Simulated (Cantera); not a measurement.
A closed system holds: 1 mol SiH2Cl2, 0.63 mol C3H8, a varied amount of H2, 0.75 mol CH4, equilibrated at 2298.15 K and 1.00 bar.

Cantera equilibrium calculation (NASA polynomials, part measured and part estimated; ideal gas, pure solids and liquids). Candidate condensed phases: C, C6H6, C7H8, C8H18, Si, SiC; 109 gas species. Gases not in the tables: Si2H6 and higher silanes. The numbers say what is thermodynamically allowed, not how fast it happens.

Task: Which condensed phases are stable at each of these points (n(H2) (mol)): 37, 56, 83, 120, 190, 280, 420, 630, 940?

Result: 
| n(H2) (mol) | condensed phases | Si condensed (%) |
|---|---|---|
| 37 | C(graphite) + SiC(s) | 96.2 |
| 56 | C(graphite) + SiC(s) | 96.4 |
| 83 | C(graphite) + SiC(s) | 96.1 |
| 120 | C(graphite) + SiC(s) | 95.4 |
| 190 | SiC(s) | 93.7 |
| 280 | SiC(s) | 89.7 |
| 420 | SiC(s) | 82.3 |
| 630 | SiC(s) | 69.3 |
| 940 | SiC(s) | 47.6 |

From 37 mol H2 to 120 mol H2 the condensed part is C(graphite) + SiC(s). From 190 mol H2 to 940 mol H2 the condensed part is SiC(s).
